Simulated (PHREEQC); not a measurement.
## Brine

A solution holds 2 mol/kgw MgSO4 and 0.2 mol/kgw NaBr, at 26 °C. Closed to the air; pH follows from the charge balance.

Model: Pitzer model, pitzer.dat, run in PHREEQC.

Precipitation was switched off in this run.

Estimate the activity of water, density.

activity of water 0.942; density 1.222 g/cm³.
